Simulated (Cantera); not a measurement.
Stirred combustor or abatement burner

A perfectly stirred reactor is fed with H2 : O2 : N2 = 1 : 0.833 : 3.13 (molar parts), at 3750 Torr; it is adiabatic with a 475 K inlet, and is followed from long to short residence time, starting on the burning branch (τ in s: 0.1, 0.041, 0.017, 0.0067, 0.0027, 0.0011, 0.00045, 0.00018, 7.5e-05, 3e-05, 1.2e-05, 5e-06).

Detailed kinetics in Cantera: the H2/O2 subset of GRI-Mech 3.0, which has no nitrogen chemistry. The hydrogen kinetics of GRI-Mech 3.0 are dated; newer H2 mechanisms differ, most at raised pressure.

| τ (s) | T (K) | x H2 | x O2 | x HO2 | x OH | x O | x H2O |
|---|---|---|---|---|---|---|---|
| 0.10 | 1988 | 0.000117 | 0.0742 | 2.92e-6 | 0.00156 | 8.25e-5 | 0.223 |
| 0.041 | 1987 | 0.000143 | 0.0742 | 3.13e-6 | 0.00165 | 9.30e-5 | 0.223 |
| 0.017 | 1986 | 0.000199 | 0.0741 | 3.61e-6 | 0.00184 | 0.000117 | 0.223 |
| 0.0067 | 1983 | 0.000321 | 0.0741 | 4.76e-6 | 0.00220 | 0.000170 | 0.222 |
| 0.0027 | 1978 | 0.000550 | 0.0740 | 7.12e-6 | 0.00277 | 0.000276 | 0.222 |
| 0.0011 | 1970 | 0.000966 | 0.0739 | 1.16e-5 | 0.00357 | 0.000474 | 0.221 |
| 0.00045 | 1957 | 0.00171 | 0.0738 | 1.96e-5 | 0.00461 | 0.000831 | 0.219 |
| 0.00018 | 1935 | 0.00304 | 0.0738 | 3.39e-5 | 0.00592 | 0.00147 | 0.217 |
| 7.5e-5 | 1901 | 0.00522 | 0.0740 | 5.61e-5 | 0.00729 | 0.00248 | 0.213 |
| 3.0e-5 | 1842 | 0.00902 | 0.0749 | 9.17e-5 | 0.00856 | 0.00404 | 0.206 |
| 1.2e-5 | 1750 | 0.0156 | 0.0775 | 0.000143 | 0.00912 | 0.00591 | 0.196 |
| 5.0e-6 | 1609 | 0.0296 | 0.0846 | 0.000219 | 0.00809 | 0.00680 | 0.178 |
x: mole fraction; the columns are a selection and need not sum to one.
